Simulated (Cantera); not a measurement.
A freely propagating, adiabatic, planar premixed flame of 52.2 % H₂, 10.0 % O₂, 37.8 % N₂, unburnt at 473 K and 3.80 bar; mixture-averaged transport, grid criteria slope 0.08 and curve 0.16, no radiation.

Computed with Cantera and the H2/O2 subset of GRI-Mech 3.0, which has no nitrogen chemistry. The hydrogen kinetics of GRI-Mech 3.0 are dated; newer H2 mechanisms differ, most at raised pressure. Burning velocities carry a grid error of a few per cent, more on coarse grids.

### Question
Predict: laminar burning velocity; thermal thickness; peak x(H); peak x(O); peak x(OH).

### Answer
```
Item                          Value
------------------------  ---------
laminar burning velocity   527 cm/s
thermal thickness         0.0787 mm
peak x(H)                    0.0440
peak x(O)                   0.00122
peak x(OH)                  0.00164
```
